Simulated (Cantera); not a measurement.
Feed: 1 mol borazine, 0.079 mol O2, 3.7 mol N2, held at 1377 °C and 0.000250 bar.

Method: chemical equilibrium by Gibbs-energy minimisation in Cantera with the NASA 1993 tables (ideal gas, pure condensed phases). Candidate condensed phases: B, BN, B2O3, B3O3H3, H2O; 39 gas species. The feed counts by its element totals alone. Kinetics and transport are ignored.

### Question
What is the equilibrium state?

### Answer
```json
{
 "x(N2)": "0.549",
 "x(H2)": "0.427",
 "x(HBO)": "0.0140",
 "x(H)": "0.00376",
 "x(BO)": "0.00262",
 "x(B2O2)": "0.00236",
 "x(B2O3)": "0.000369",
 "x(HBO2)": "0.000267",
 "x(H2O)": "1.03e-5",
 "n(BN(s))": "2.85 mol",
 "gas_amount": "6.875 mol",
 "log10 activity of B(s) (absent)": "-1.41",
 "log10 activity of B3O3H3(s) (absent)": "-17.08"
}
```
